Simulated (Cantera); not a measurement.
Equilibrium for metals in furnace atmospheres: Pb + H2S + N2

Feed: 1 mol Pb, 1.5 mol H2S, 210 mol N2, held at 48.0 mbar.

These are equilibrium values from Cantera (NASA tables, ideal gas, pure condensed phases), not measurements of a reactor. Candidate condensed phases: Pb, PbS, S; 18 gas species. Gases not in the tables: S3 to S7. Equilibrium is a limit: real reactors are often held back by kinetics, nucleation or transport.

```json
[
 {"T (°C)": "477", "x N2": "0.993", "x H2": "0.00473", "x PbS": "2.56e-7", "x Pb": "3.40e-10", "x S2": "2.19e-7", "x H2S": "0.00236", "x S": "<1e-12", "x H": "<1e-12", "n PbS(s)": "1.000"},
 {"T (°C)": "627", "x N2": "0.993", "x H2": "0.00478", "x PbS": "9.69e-5", "x Pb": "3.80e-7", "x S2": "2.41e-5", "x H2S": "0.00232", "x S": "8.67e-12", "x H": "3.69e-11", "n PbS(s)": "0.979"},
 {"T (°C)": "777", "x N2": "0.988", "x H2": "0.00532", "x PbS": "0.00465", "x Pb": "5.70e-5", "x S2": "0.000336", "x H2S": "0.00173", "x S": "2.00e-9", "x H": "2.70e-9", "n PbS(s)": "0"},
 {"T (°C)": "927", "x N2": "0.987", "x H2": "0.00617", "x PbS": "0.00448", "x Pb": "0.000220", "x S2": "0.000843", "x H2S": "0.000876", "x S": "6.99e-8", "x H": "7.08e-8", "n PbS(s)": "0"},
 {"T (°C)": "1077", "x N2": "0.987", "x H2": "0.00661", "x PbS": "0.00402", "x Pb": "0.000676", "x S2": "0.00129", "x H2S": "0.000424", "x S": "9.65e-7", "x H": "8.85e-7", "n PbS(s)": "0"},
 {"T (°C)": "1227", "x N2": "0.986", "x H2": "0.00679", "x PbS": "0.00323", "x Pb": "0.00147", "x S2": "0.00176", "x H2S": "0.000227", "x S": "7.80e-6", "x H": "6.62e-6", "n PbS(s)": "0"},
 {"T (°C)": "1377", "x N2": "0.986", "x H2": "0.00684", "x PbS": "0.00229", "x Pb": "0.00240", "x S2": "0.00223", "x H2S": "0.000133", "x S": "4.28e-5", "x H": "3.43e-5", "n PbS(s)": "0"},
 {"T (°C)": "1527", "x N2": "0.985", "x H2": "0.00680", "x PbS": "0.00148", "x Pb": "0.00321", "x S2": "0.00256", "x H2S": "8.15e-5", "x S": "0.000172", "x H": "0.000135", "n PbS(s)": "0"},
 {"T (°C)": "1677", "x N2": "0.985", "x H2": "0.00664", "x PbS": "0.000901", "x Pb": "0.00379", "x S2": "0.00264", "x H2S": "5.07e-5", "x S": "0.000533", "x H": "0.000426", "n PbS(s)": "0"}
]
```
x: gas mole fraction; n: condensed amount in mol.

From 477 °C to 627 °C the condensed part is PbS(s). From 777 °C to 1677 °C nothing is condensed. The main Pb-bearing gas is PbS at 477 °C and Pb at 1677 °C.
